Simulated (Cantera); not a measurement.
An isothermal, constant-pressure homogeneous reactor starts with CH4 : H2 = 1 : 18 (molar parts), at 1873 K and 49.5 Torr. Integrator tolerance rtol = 1e-08.

Cantera simulation using GRI-Mech 3.0 (53 species, 325 reactions); the numbers are that mechanism's predictions, not measurements. GRI-Mech 3.0 stops at C3 and has no aromatics, soot or wall deposition, so with more carbon than oxygen in the feed, carbon stays in small species such as C2H2 where larger ones or solid carbon would form.

Problem. What does this change do: temperature 1873 to 1473 K?

Solution. 
```
quantity                                            before                                      after
---------------  -----------------------------------------  -----------------------------------------
x(CH4) at 200 s  0.000342 (gas-phase equilibrium 0.000342)      0.0106 (gas-phase equilibrium 0.0101)
x(H2) at 200 s         0.972 (gas-phase equilibrium 0.972)        0.969 (gas-phase equilibrium 0.970)
x(CH2) at 200 s    5.36e-8 (gas-phase equilibrium 5.36e-8)  4.29e-10 (gas-phase equilibrium 4.13e-10)
x(C2H) at 200 s    7.48e-7 (gas-phase equilibrium 7.48e-7)    1.55e-9 (gas-phase equilibrium 1.58e-9)
x(CH3) at 200 s    1.75e-5 (gas-phase equilibrium 1.75e-5)    1.07e-5 (gas-phase equilibrium 1.02e-5)
x(H) at 200 s      0.00250 (gas-phase equilibrium 0.00250)    4.86e-5 (gas-phase equilibrium 4.88e-5)
```
